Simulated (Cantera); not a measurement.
A Cantera script and what it prints.

```python
import numpy as np
import cantera as ct

gas_names = """
    CL CL2 H HCL H2 Si SiCL SiCL2 SiCL3 SiCL4 SiH SiHCL3 SiH2 SiH2CL2 SiH3 SiH3CL SiH4 Si2 Si3
""".split()
cond_names = """
    Si(cr) Si(L)
""".split()


def load(file, names, dense=False):
    # The tables refer to 1 bar. Condensed volumes are neglected.
    table = {s.name: s for s in ct.Species.list_from_file(file)}
    out = []
    for n in names:
        d = dict(table[n].input_data)
        d["thermo"] = dict(d["thermo"], **{"reference-pressure": 1e5})
        if dense:
            d["equation-of-state"] = {"model": "constant-volume", "density": "1e6 g/cm^3"}
        out.append(ct.Species.from_dict(d))
    return out


gas = ct.Solution(thermo="ideal-gas", species=load("nasa_gas.yaml", gas_names))
cond = {s.name: ct.Solution(thermo="fixed-stoichiometry", species=[s], name=s.name)
        for s in load("nasa_condensed.yaml", cond_names, dense=True)}
atoms = {
    'Si': {'Si': 1},
    'Cl2': {'CL': 2},
    'H2': {'H': 2},
}
top_T = {}  # K; cautious upper limits of use, not melting points


def equilibrate(T, P, feed):
    n = {}
    for name, mol in feed.items():
        for a, k in atoms[name].items():
            n[a] = n.get(a, 0.0) + k * mol
    gas.TPX = T, P, n
    mass = sum(n.values()) * gas.mean_molecular_weight
    gas.equilibrate("TP")
    valid = [c for c in cond.values() if c.min_temp <= T <= top_T.get(c.name, c.max_temp)]
    mix = ct.Mixture([(gas, mass / gas.mean_molecular_weight)] + [(c, 0.0) for c in valid])
    mix.T, mix.P = T, P
    mix.equilibrate("TP", solver="vcs", rtol=1e-11, max_steps=5000)
    return mix


results = []
feed = {'Si': 1, 'Cl2': 1.3, 'H2': 1.9}  # mol
P = 100000  # Pa
for T in [800, 825, 850, 875, 900, 925, 950, 975, 1000, 1025, 1050]:
    mix = equilibrate(T, P, feed)
    results.append((T, P, feed, dict(zip(mix.species_names, mix.species_moles))))

top = {s: max(r[3][s] / sum(r[3][g] for g in gas_names) for r in results) for s in gas_names}
cols = sorted((s for s in top if top[s] > 1e-05), key=lambda s: -top[s])[:6]
seen = [c for c in cond_names if any(r[3].get(c, 0) > 1e-12 for r in results)]
print("log10 of partial pressures in bar; condensed amounts in mol")
print(f"{'T/K':>10s}" + "".join(f"{s[:9]:>10s}" for s in cols + seen))
for T, P, feed, n in results:
    ng = sum(n[g] for g in gas_names)
    print(f"{T:10.4g}" + "".join(f"{np.log10(max(n[s] / ng * P / 1e5, 1e-99)):10.3f}" for s in cols)
          + "".join(f"{n.get(c, 0):10.4g}" for c in seen))
```

Output:

```
log10 of partial pressures in bar; condensed amounts in mol
       T/K        H2     SiCL4    SiHCL3       HCL   SiH2CL2     SiCL3    Si(cr)
       800    -0.146    -0.714    -1.059    -2.844    -2.497    -4.146    0.2924
       825    -0.146    -0.713    -1.063    -2.703    -2.487    -3.937    0.2932
       850    -0.146    -0.712    -1.068    -2.571    -2.479    -3.742     0.294
       875    -0.146    -0.712    -1.072    -2.446    -2.471    -3.558    0.2949
       900    -0.147    -0.712    -1.076    -2.329    -2.464    -3.384    0.2959
       925    -0.147    -0.712    -1.081    -2.218    -2.457    -3.220     0.297
       950    -0.148    -0.712    -1.085    -2.113    -2.452    -3.065    0.2983
       975    -0.149    -0.713    -1.090    -2.014    -2.447    -2.919    0.2997
      1000    -0.149    -0.714    -1.095    -1.921    -2.443    -2.780    0.3012
      1025    -0.150    -0.716    -1.100    -1.832    -2.440    -2.649    0.3028
      1050    -0.152    -0.718    -1.106    -1.748    -2.437    -2.524    0.3045
```

Method: chemical equilibrium by Gibbs-energy minimisation in Cantera with the NASA 1993 tables (ideal gas, pure condensed phases). The tables' values for SiCl3 are old estimates; treat these amounts as uncertain.
